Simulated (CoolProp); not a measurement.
R365MFC along the isobar 3.21 bar: Z from the reference equation and from simpler models built on Tc = 460.0 K, pc = 32.66 bar, ω = 0.377; each cubic takes its own stable root.

Model: reference Helmholtz-energy equation of state, Lemmon 2016, in CoolProp.

```csv
T (K),phase,reference
245.9,liquid,0.01705
265.6,liquid,0.01625
285.4,liquid,0.01559
305.1,liquid,0.01508
324.9,liquid,0.01468
344.6,liquid,0.01441
364.3,gas,0.9140
384.1,gas,0.9308
403.8,gas,0.9428
423.5,gas,0.9517
443.3,gas,0.9587
```

How far does each simpler model (van der Waals, Redlich-Kwong, Peng-Robinson) lie from the reference over these 11 states: mean and median of the absolute difference, and the worst?


- van der Waals: mean 2225.0 %, median 67.3 %, worst +6417.0 % at 344.6 K and 3.21 bar
- Redlich-Kwong: mean 577.8 %, median 13.2 %, worst +6281.7 % at 344.6 K and 3.21 bar
- Peng-Robinson: mean 2.2 %, median 3.2 %, worst -4.2 % at 305.1 K and 3.21 bar

At some of these states van der Waals, Redlich-Kwong gives the other phase, because its saturation line lies elsewhere.
